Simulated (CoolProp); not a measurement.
Model: reference Helmholtz-energy equation of state, Lemmon 2006, in CoolProp. It is a short technical equation, of lower accuracy than the large ones.

Q: Give the vapour pressure (kPa), liquid density (kg/m³), vapour density (kg/m³), enthalpy of vaporisation (kJ/kg) of saturated hydrogen sulfide at 249.3, 253.3 K.

A: 
| T (K) | p (kPa) | liquid density (kg/m³) | vapour density (kg/m³) | enthalpy of vaporisation (kJ/kg) |
|---|---|---|---|---|
| 249.3 | 477 | 882 | 8.42 | 500 |
| 253.3 | 549 | 874 | 9.60 | 494 |
